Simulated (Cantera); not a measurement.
Cantera run, input and output.

```python
import numpy as np
import cantera as ct

gas = ct.Solution("gri30.yaml", transport_model="mixture-averaged")
show = ['CH3', 'CO2', 'H']

rows = []
print(f"{'T/K':>7s}{'rho':>11s}{'cp':>10s}{'mu':>11s}{'lambda':>11s}{'Pr':>7s}" + "".join(f"{'D_' + s:>11s}" for s in show))
for T in [400, 550, 700, 850, 1000, 1150, 1300]:
    gas.TPX = T, 1000000, {'CH3OH': 0.16}
    Pr = gas.cp_mass * gas.viscosity / gas.thermal_conductivity
    D = [gas.mix_diff_coeffs_mole[gas.species_index(s)] for s in show]
    rows.append([gas.density, gas.cp_mass, gas.viscosity, gas.thermal_conductivity, Pr, *D])
    print(f"{T:7g}{gas.density:11.4e}{gas.cp_mass:10.1f}{gas.viscosity:11.4e}"
          f"{gas.thermal_conductivity:11.4e}{Pr:7.3f}" + "".join(f"{d:11.4e}" for d in D))
print("SI units: kg/m3, J/kg/K, Pa s, W/m/K, m2/s")
```

It prints:

```
    T/K        rho        cp         mu     lambda     Pr      D_CH3      D_CO2        D_H
    400 9.6344e+00    1604.1 1.3101e-05 2.8202e-02  0.745 2.8662e-06 1.9173e-06 1.5853e-05
    550 7.0068e+00    1982.5 1.8084e-05 4.8173e-02  0.744 5.1970e-06 3.5420e-06 2.8753e-05
    700 5.5054e+00    2314.0 2.2798e-05 7.0521e-02  0.748 8.0447e-06 5.5557e-06 4.4515e-05
    850 4.5338e+00    2568.5 2.7200e-05 9.3604e-02  0.746 1.1353e-05 7.9138e-06 6.2828e-05
   1000 3.8538e+00    2798.1 3.1307e-05 1.1666e-01  0.751 1.5083e-05 1.0585e-05 8.3473e-05
   1150 3.3511e+00    2978.0 3.5151e-05 1.3931e-01  0.751 1.9203e-05 1.3544e-05 1.0629e-04
   1300 2.9644e+00    3128.4 3.8765e-05 1.6135e-01  0.752 2.3693e-05 1.6773e-05 1.3114e-04
SI units: kg/m3, J/kg/K, Pa s, W/m/K, m2/s
```

Model: GRI-Mech 3.0 (53 species, 325 reactions), integrated in Cantera. Polar gases are described roughly by these parameters. The composition is frozen, though it would react at the higher temperatures.
